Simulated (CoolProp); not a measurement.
Vapour-liquid equilibrium of R152A (1) + n-pentane (2) at 648 kPa; x and y are mole fractions of (1).

The numbers come from the multi-fluid Helmholtz-energy mixture model, Outcalt 1996 and Thol 2019; pair parameters Bell 2016 in CoolProp.

```csv
x,"bubble temperature, mixture model (K)","bubble temperature, Raoult's law (K)","y, mixture model","y, Raoult's law"
0.05,358.1,367.2,0.347,0.241
0.2,326.6,346.1,0.735,0.621
0.35,315.3,332.1,0.827,0.791
0.5,310.3,322.0,0.865,0.882
0.65,307.3,314.1,0.891,0.936
0.8,304.6,307.8,0.922,0.970
0.95,301.8,302.5,0.974,0.994
```

The largest gap from Raoult's law is -19.5 K in bubble temperature, at x = 0.2. No azeotrope shows between x = 0.05 and 0.95.

The pair parameters rest on a limited set of measurements; away from them the model extrapolates. With so large a gap from Raoult's law the liquid may split in two, which this calculation doesn't test in full.
